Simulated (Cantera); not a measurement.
Charge: 1 mol Si3N4, 4.3 mol H2O, 14 mol N2, at 480 Pa.

Equilibrium computed with Cantera from the NASA thermochemical tables; the gas is ideal and each condensed phase is pure. Candidate condensed phases: H2O, Si, SiO2, Si2N2O, Si3N4; 35 gas species. Mutual solubility and eutectic melting of coexisting phases are not modelled. The tables hold silica as quartz up to 1696 K and as liquid above; real silica turns to tridymite and cristobalite and melts near 1996 K. Rates play no part.

Which condensed phases are stable at each of these points (T (°C)): 1202, 1252, 1302, 1352, 1402, 1452, 1502, 1552?


```json
[
 {"T (°C)": "1202", "condensed phases": "SiO2(β-quartz) + Si2N2O(s)", "Si condensed (%)": "99.0"},
 {"T (°C)": "1252", "condensed phases": "SiO2(β-quartz) + Si2N2O(s)", "Si condensed (%)": "96.2"},
 {"T (°C)": "1302", "condensed phases": "SiO2(β-quartz) + Si2N2O(s)", "Si condensed (%)": "86.3"},
 {"T (°C)": "1352", "condensed phases": "SiO2(β-quartz) + Si2N2O(s)", "Si condensed (%)": "51.9"},
 {"T (°C)": "1402", "condensed phases": "SiO2(β-quartz)", "Si condensed (%)": "43.3"},
 {"T (°C)": "1452", "condensed phases": "SiO2(condensed)", "Si condensed (%)": "43.2"},
 {"T (°C)": "1502", "condensed phases": "SiO2(condensed)", "Si condensed (%)": "42.8"},
 {"T (°C)": "1552", "condensed phases": "SiO2(condensed)", "Si condensed (%)": "42.0"}
]
```

From 1202 °C to 1352 °C the condensed part is SiO2(β-quartz) + Si2N2O(s). At 1402 °C the condensed part is SiO2(β-quartz). From 1452 °C to 1552 °C the condensed part is SiO2(condensed).
